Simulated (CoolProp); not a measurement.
Saturation properties of 1,2-dichloroethane.

Computed with CoolProp (reference Helmholtz-energy equation of state, Thol 2015).

```json
[
 {"T (K)": "304.3", "p (kPa)": "14.00", "liquid density (kg/m³)": "1236", "vapour density (kg/m³)": "0.5514", "enthalpy of vaporisation (kJ/kg)": "?"},
 {"T (K)": "321.5", "p (kPa)": "29.17", "liquid density (kg/m³)": "1211", "vapour density (kg/m³)": "1.093", "enthalpy of vaporisation (kJ/kg)": "343.0"},
 {"T (K)": "338.7", "p (kPa)": "55.72", "liquid density (kg/m³)": "1185", "vapour density (kg/m³)": "1.996", "enthalpy of vaporisation (kJ/kg)": "334.0"},
 {"T (K)": "355.8", "p (kPa)": "98.65", "liquid density (kg/m³)": "1158", "vapour density (kg/m³)": "3.399", "enthalpy of vaporisation (kJ/kg)": "324.8"},
 {"T (K)": "373", "p (kPa)": "?", "liquid density (kg/m³)": "1130", "vapour density (kg/m³)": "5.494", "enthalpy of vaporisation (kJ/kg)": "?"},
 {"T (K)": "390.2", "p (kPa)": "261.6", "liquid density (kg/m³)": "1101", "vapour density (kg/m³)": "8.483", "enthalpy of vaporisation (kJ/kg)": "304.4"},
 {"T (K)": "407.4", "p (kPa)": "397.2", "liquid density (kg/m³)": "?", "vapour density (kg/m³)": "12.61", "enthalpy of vaporisation (kJ/kg)": "293.1"},
 {"T (K)": "424.5", "p (kPa)": "579.5", "liquid density (kg/m³)": "1038", "vapour density (kg/m³)": "?", "enthalpy of vaporisation (kJ/kg)": "281.0"},
 {"T (K)": "441.7", "p (kPa)": "820.3", "liquid density (kg/m³)": "1004", "vapour density (kg/m³)": "25.54", "enthalpy of vaporisation (kJ/kg)": "267.7"},
 {"T (K)": "458.9", "p (kPa)": "1129", "liquid density (kg/m³)": "?", "vapour density (kg/m³)": "35.26", "enthalpy of vaporisation (kJ/kg)": "253.0"}
]
```

Question: Complete the blanks.

Answer: 
- 304.3, enthalpy of vaporisation (kJ/kg): 351.6
- 373, p (kPa): 164.9
- 373, enthalpy of vaporisation (kJ/kg): 314.9
- 407.4, liquid density (kg/m³): 1070
- 424.5, vapour density (kg/m³): 18.15
- 458.9, liquid density (kg/m³): 967.4

It boils at 356.6 K under 1 atm.
